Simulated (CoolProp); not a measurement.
Vapour pressure (MPa) of cyclopentane: the reference equation beside estimates from Tc = 511.7 K, pc = 4.583 MPa, ω = 0.202.

Computed with CoolProp (reference Helmholtz-energy equation of state, Gedanitz 2015).

```tsv
T (K)	reference	Lee-Kesler	Redlich-Kwong	Soave-Redlich-Kwong
368.6	0.3736	0.3749	0.5078	0.3749
371.4	0.3997	0.4014	0.5398	0.4014
374.2	0.4271	0.4293	0.5733	0.4294
377	0.4559	0.4586	0.6082	0.4588
379.8	0.4862	0.4894	0.6445	0.4897
382.6	0.5179	0.5216	0.6824	0.5222
385.4	0.5512	0.5554	0.7218	0.5562
388.2	0.5860	0.5908	0.7628	0.5919
391	0.6224	0.6279	0.8054	0.6292
393.9	0.6619	0.6680	0.8513	0.6697
396.7	0.7018	0.7085	0.8972	0.7107
```

Absolute difference from the reference over all 11 rows, mean and median: Lee-Kesler 0.7 and 0.7 %, Redlich-Kwong 31.8 and 31.8 %, Soave-Redlich-Kwong 0.8 and 0.8 %.
